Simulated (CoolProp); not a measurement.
Computed with CoolProp (reference Helmholtz-energy equation of state, Akasaka 2020).

Q: For R1123, give the phase and the cv (kJ/(kg K)), speed of sound (m/s) at 480 K and 0.284 MPa; 480 K and 1.14 MPa.

A: 
- 480 K and 0.284 MPa: gas; cv 0.993, speed of sound 231
- 480 K and 1.14 MPa: gas; cv 0.995, speed of sound 228
